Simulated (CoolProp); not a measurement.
Ethylene along the isobar 8.61 bar: fugacity coefficient from the reference equation and from simpler models built on Tc = 9.2 °C, pc = 50.42 bar, ω = 0.087; each cubic takes its own stable root.

Model: reference Helmholtz-energy equation of state, Smukala 2000, in CoolProp.

```csv
T (°C),phase,reference
-10.05,gas,0.9292
-3.25,gas,0.9345
3.45,gas,0.9392
10.25,gas,0.9436
16.95,gas,0.9475
23.75,gas,0.9512
30.45,gas,0.9544
37.15,gas,0.9574
43.95,gas,0.9603
50.65,gas,0.9628
57.45,gas,0.9652
64.15,gas,0.9674
70.95,gas,0.9694
77.65,gas,0.9713
84.35,gas,0.9730
91.15,gas,0.9747
```

Q: How far does each simpler model (van der Waals, Redlich-Kwong, Soave-Redlich-Kwong, Peng-Robinson) lie from the reference over these 16 states: mean and median of the absolute difference, and the worst?

A: 
- van der Waals: mean 0.4 %, median 0.2 %, worst +1.2 % at -10.05 °C and 8.61 bar
- Redlich-Kwong: mean 0.1 %, median 0.1 %, worst -0.2 % at 91.15 °C and 8.61 bar
- Soave-Redlich-Kwong: mean 0.0 %, median 0.0 %, worst -0.1 % at 10.25 °C and 8.61 bar
- Peng-Robinson: mean 0.6 %, median 0.6 %, worst -0.7 % at -10.05 °C and 8.61 bar
